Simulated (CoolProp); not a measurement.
Vapour-liquid equilibrium of acetone (1) + n-heptane (2) at 407.6 K; x and y are mole fractions of (1).

The numbers come from the multi-fluid Helmholtz-energy mixture model, Lemmon 2006 and Span 2003; pair parameters Bell 2016 in CoolProp.

| x | bubble pressure, mixture model (MPa) | bubble pressure, Raoult's law (MPa) | y, mixture model | y, Raoult's law |
|---|---|---|---|---|
| 0.05 | 0.3388 | 0.2908 | 0.239 | 0.143 |
| 0.15 | 0.4636 | 0.3477 | 0.470 | 0.359 |
| 0.25 | 0.5575 | 0.4047 | 0.585 | 0.514 |
| 0.35 | 0.6282 | 0.4616 | 0.655 | 0.631 |
| 0.45 | 0.6825 | 0.5186 | 0.706 | 0.722 |
| 0.55 | 0.7256 | 0.5755 | 0.749 | 0.795 |
| 0.65 | 0.7613 | 0.6324 | 0.789 | 0.855 |
| 0.75 | 0.7912 | 0.6894 | 0.832 | 0.905 |
| 0.85 | 0.8153 | 0.7463 | 0.884 | 0.947 |
| 0.95 | 0.8301 | 0.8033 | 0.954 | 0.984 |

The largest gap from Raoult's law is +37.8 % in bubble pressure, at x = 0.25. No azeotrope shows between x = 0.05 and 0.95.

Pair parameters are fitted to limited data, so mixtures are less certain than the pure fluids.
